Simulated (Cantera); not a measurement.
Metals in furnace atmospheres: Ti + CO + H2

Feed: 1 mol Ti, 14 mol CO, 1.7 mol H2, at 1 atm.

Method: chemical equilibrium by Gibbs-energy minimisation in Cantera with the NASA 1993 tables (ideal gas, pure condensed phases). Candidate condensed phases: C, C6H6, C7H8, C8H18, H2O, Ti, TiC, TiO, TiO2, Ti2O3, Ti3O5, Ti4O7; 113 gas species. Mutual solubility and eutectic melting of coexisting phases are not modelled. TiC: taken at fixed stoichiometry. Condensed phases not in the tables: Magnéli phases beyond Ti4O7. Equilibrium is a limit: real reactors are often held back by kinetics, nucleation or transport.

At 1300 K the condensed part is C(graphite) + TiO2(rutile). At 1400 K the condensed part is C(graphite) + Ti4O7(s). At 1500 K the condensed part is C(graphite) + Ti3O5(s). At 1600 K the condensed part is TiC(s) + Ti3O5(s). From 1700 K to 1900 K the condensed part is TiC(s) + Ti2O3(s).

```csv
T (K),log p CO,log p H2,log p CO2,log p H2O,log p H,n C(graphite),n TiO2(rutile),n Ti4O7(s),n Ti3O5(s),n TiC(s),n Ti2O3(s)
1300,-0.05,-0.90,-2.39,-3.00,-6.41,2.07,1.00,0,0,0,0
1400,-0.05,-0.91,-2.87,-3.39,-5.77,1.77,0,0.250,0,0,0
1500,-0.05,-0.91,-3.28,-3.73,-5.21,1.68,0,0,0.333,0,0
1600,-0.05,-0.94,-3.62,-4.04,-4.74,0,0,0,0.124,0.627,0
1700,-0.05,-0.94,-3.64,-4.00,-4.30,0,0,0,0,0.602,0.199
1800,-0.05,-0.94,-3.66,-3.97,-3.92,0,0,0,0,0.602,0.199
1900,-0.05,-0.94,-3.67,-3.94,-3.57,0,0,0,0,0.602,0.199
```
log p: log10 of the partial pressure in bar; n: condensed amount in mol.
